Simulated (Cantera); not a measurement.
A closed system holds: 1 mol Al2O3, 0.18 mol I2, 0.17 mol N2, held at 1298.15 K and 1.10 bar.

These are equilibrium values from Cantera (NASA tables, ideal gas, pure condensed phases), not measurements of a reactor. Candidate condensed phases: Al, AlI3, AlN, Al2O3, I2; 21 gas species. Kinetics and transport are ignored.

Base state: N2 0.424, I2 0.323, I 0.253 (mole fractions); condensed: Al2O3(s).

**Question.** What changes in the equilibrium state with this change: temperature from 1298.15 K to 1573.15 K?

**Answer.** 
| species | before | after |
|---|---|---|
| I | 0.253 | 0.529 |
| N2 | 0.424 | 0.357 |
| I2 | 0.323 | 0.114 |
| Al2O3(s), mol | 1.00 | 1.00 |
